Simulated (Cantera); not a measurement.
Input (Python, Cantera):

```python
import numpy as np
import cantera as ct

gas = ct.Solution("gri30.yaml")


def delay(T, t_max=10):
    gas.TPX = T, 770000, {'H2': 1, 'O2': 1.09, 'N2': 4.09}
    reactor = ct.IdealGasConstPressureReactor(gas, clone=False)
    net = ct.ReactorNet([reactor])
    net.rtol, net.atol = 1e-8, 1e-16
    while net.time < t_max:
        t_old, T_old = net.time, reactor.T
        net.step()
        if reactor.T > T + 400:  # ignition: a rise of 400 K
            return t_old + (T + 400 - T_old) / (reactor.T - T_old) * (net.time - t_old)
    return np.nan


taus = []
for T in [1225, 1275, 1325, 1375, 1425, 1475, 1525, 1575, 1625, 1675]:
    taus.append(delay(T))
    print(f"T0 = {T:6g} K   tau = {taus[-1]:.4e} s")
```

It prints:

```
T0 =   1225 K   tau = 1.3716e-05 s
T0 =   1275 K   tau = 7.1647e-06 s
T0 =   1325 K   tau = 4.8072e-06 s
T0 =   1375 K   tau = 3.5857e-06 s
T0 =   1425 K   tau = 2.8424e-06 s
T0 =   1475 K   tau = 2.3478e-06 s
T0 =   1525 K   tau = 2.0006e-06 s
T0 =   1575 K   tau = 1.7487e-06 s
T0 =   1625 K   tau = 1.5625e-06 s
T0 =   1675 K   tau = 1.4240e-06 s
```

Cantera simulation using GRI-Mech 3.0 (53 species, 325 reactions); the numbers are that mechanism's predictions, not measurements. The hydrogen kinetics of GRI-Mech 3.0 are dated; newer H2 mechanisms differ, most at raised pressure. Where the delays flatten at high temperature, the 400 K rule measures the pace of heat release, not the induction time.
